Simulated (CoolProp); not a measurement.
Saturated liquid density (kg/m³) of chlorine: the reference equation beside estimates from Tc = 416.9 K, pc = 7642 kPa, ω = 0.070. Rackett uses Z = 0.29056 − 0.08775 ω.

Values from CoolProp's reference Helmholtz-energy equation of state, Thol 2021.

| T (K) | reference | Rackett | van der Waals | Redlich-Kwong | Soave-Redlich-Kwong | Peng-Robinson |
|---|---|---|---|---|---|---|
| 207.7 | 1649 | 1544 | 1026 | 1524 | 1514 | 1705 |
| 220.2 | 1615 | 1516 | (withheld) | 1495 | 1487 | 1676 |
| 232.7 | 1581 | 1488 | 990.4 | 1464 | 1459 | 1645 |
| 245.3 | 1547 | 1458 | 971.3 | 1432 | 1428 | 1612 |
| 257.8 | 1512 | 1428 | 951.4 | 1397 | 1396 | 1577 |
| 270.3 | 1476 | 1397 | 930.7 | 1361 | 1362 | 1540 |
| 282.9 | 1439 | 1364 | 908.7 | 1323 | 1325 | 1499 |
| 295.4 | 1401 | 1331 | 885.6 | (withheld) | 1286 | 1456 |
| 307.9 | 1362 | 1295 | 861.2 | 1238 | 1244 | 1409 |
| 320.5 | 1320 | 1257 | 834.9 | 1191 | 1198 | 1358 |
| 333 | 1277 | 1218 | 806.9 | 1141 | 1149 | (withheld) |
| 345.5 | 1230 | 1175 | 776.6 | 1086 | 1095 | 1242 |

Question: What belongs in the gaps?

Answer: 
- 220.2, van der Waals: 1009
- 295.4, Redlich-Kwong: 1282
- 333, Peng-Robinson: 1303

Absolute difference from the reference over all 12 rows, mean and median: Rackett 5.3 and 5.3 %, van der Waals 37.1 and 36.9 %, Redlich-Kwong 8.6 and 7.9 %, Soave-Redlich-Kwong 8.5 and 8.1 %, Peng-Robinson 3.5 and 3.9 %.
